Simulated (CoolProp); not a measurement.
Properties of carbon monoxide along the isotherm -155.95 °C (Tc = -140.3 °C, pc = 3498 kPa, ω = 0.050).

The numbers come from the reference Helmholtz-energy equation of state, Lemmon 2006 in CoolProp. It is a short technical equation, of lower accuracy than the large ones.

| p (kPa) | phase | cp (kJ/(kg K)) | speed of sound (m/s) | expansivity (1/kK) |
|---|---|---|---|---|
| 55.3 | gas | 1.051 | 219.8 | 8.722 |
| 83.4 | gas | 1.057 | 219.3 | 8.822 |
| 126 | gas | 1.067 | 218.6 | 8.977 |
| 190 | gas | 1.082 | 217.5 | 9.221 |
| 286 | gas | 1.106 | 215.8 | 9.612 |
| 432 | gas | 1.147 | … | … |
| 652 | gas | 1.222 | 209.0 | 11.49 |
| 984 | gas | 1.386 | 202.0 | 14.08 |
| 1480 | gas | 1.921 | 188.6 | 22.17 |
| 2240 | liquid | 2.805 | 493.5 | 13.45 |
| 3380 | liquid | 2.628 | 525.3 | 11.66 |
| 5090 | liquid | 2.458 | 564.0 | 9.960 |
| 7690 | liquid | … | 611.3 | 8.375 |
| 11600 | liquid | 2.154 | 668.0 | 6.965 |
| 17500 | liquid | 2.031 | 736.4 | 5.739 |

Task: Some entries are withheld; supply them.

Result: 
- 432, speed of sound (m/s): 213.2
- 432, expansivity (1/kK): 10.28
- 7690, cp (kJ/(kg K)): 2.297
